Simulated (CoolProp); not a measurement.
Vapour-liquid equilibrium of R113 (1) + acetone (2) at 0.588 MPa; x and y are mole fractions of (1).

The numbers come from the multi-fluid Helmholtz-energy mixture model, Marx 1992 and Lemmon 2006; pair parameters Bell 2016 in CoolProp.

| x | bubble temperature (K) | y at the bubble point | dew temperature at overall composition x (K) | liquid density (mol/L) |
|---|---|---|---|---|
| 0.05 | 389.7 | 0.089 | 390.7 | 11.19 |
| 0.2 | 384.9 | 0.288 | 387.0 | 10.32 |
| 0.35 | 382.3 | 0.425 | 383.6 | 9.535 |
| 0.5 | 381.0 | 0.534 | 381.3 | 8.847 |
| 0.65 | 380.8 | 0.638 | 380.8 | 8.246 |
| 0.8 | 381.7 | 0.756 | 382.4 | 7.720 |
| 0.95 | 384.6 | 0.923 | 385.2 | 7.247 |

y crosses x between x = 0.5 and 0.65: the model has an azeotrope there.

The pair parameters rest on a limited set of measurements; away from them the model extrapolates.
